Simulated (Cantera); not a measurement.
A perfectly stirred reactor is fed with 47.6 % CH4, 52.4 % N2, at 760 Torr; it is held at 1725 K, and followed from long to short residence time.

Model: GRI-Mech 3.0 (53 species, 325 reactions), integrated in Cantera. GRI-Mech 3.0 stops at C3 and has no aromatics, soot or wall deposition, so with more carbon than oxygen in the feed, carbon stays in small species such as C2H2 where larger ones or solid carbon would form.

x: mole fraction; the columns are a selection and need not sum to one.

| τ (s) | x CH4 | x CH3 | x C2H | x C2H6 | x H | x H2 |
|---|---|---|---|---|---|---|
| 1.5 | 0.0255 | 0.000136 | 2.49e-7 | 6.78e-6 | 0.000120 | 0.456 |
| 0.65 | 0.0360 | 0.000188 | 2.39e-7 | 1.22e-5 | 0.000116 | 0.446 |
| 0.28 | 0.0533 | 0.000272 | 2.24e-7 | 2.48e-5 | 0.000108 | 0.428 |
| 0.12 | 0.0803 | 0.000398 | 2.04e-7 | 5.35e-5 | [?] | 0.400 |
| 0.053 | 0.118 | 0.000571 | 1.79e-7 | 0.000113 | [?] | 0.361 |
| 0.023 | 0.171 | 0.000807 | 1.49e-7 | 0.000234 | [?] | 0.307 |
| 0.010 | 0.235 | 0.00110 | 1.15e-7 | 0.000454 | [?] | 0.241 |
| 0.0044 | 0.302 | 0.00144 | 8.02e-8 | 0.000802 | [?] | 0.171 |
| 0.0019 | 0.366 | 0.00178 | 4.60e-8 | 0.00127 | [?] | 0.104 |

What belongs in the gaps?


- 0.12, x H: 9.87e-5
- 0.053, x H: 8.70e-5
- 0.023, x H: 7.29e-5
- 0.010, x H: 5.77e-5
- 0.0044, x H: 4.26e-5
- 0.0019, x H: 2.82e-5
